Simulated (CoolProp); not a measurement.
A single-stage vapour-compression cycle with the fluid: evaporating at 220.15 K (dew point), condensing at 243.15 K (bubble point), superheat 8 K, subcooling 0 K, compressor efficiency 0.65, no pressure losses. The same conditions are run with several fluids, on thermodynamics alone (safety and materials aside).

Values from CoolProp's reference Helmholtz-energy equation of state of each fluid (CH2F2 (R32): Tillner-Roth 1997; R125: Lemmon 2005; R404A: Lemmon 2003; R13: Platzer 1990; R410A: Lemmon 2003; propylene: Lemmon 2013). The equations of Platzer and Polt are older, rougher fits. Blends and air are pseudo-pure fits.

| fluid | cooling COP | pressure ratio | discharge temperature (K) | refrigerating effect (kJ/kg) | volumetric capacity (kJ/m³) |
|---|---|---|---|---|---|
| CH2F2 (R32) | 5.49 | 2.89 | 310.0 | 353 | 948 |
| R125 | (withheld) | 2.88 | (withheld) | 146 | 756 |
| R404A | (withheld) | 2.99 | 273.6 | 182 | 671 |
| R13 | 5.38 | 2.26 | 270.6 | 116 | 2620 |
| R410A | 5.56 | 2.90 | 289.4 | 249 | 919 |
| propylene | 5.66 | (withheld) | (withheld) | 404 | 726 |

### Question
Some entries are withheld; supply them.

### Answer

- R125, cooling COP: 5.62
- R125, discharge temperature (K): 267.5
- R404A, cooling COP: 5.43
- propylene, pressure ratio: 2.69
- propylene, discharge temperature (K): 281.9
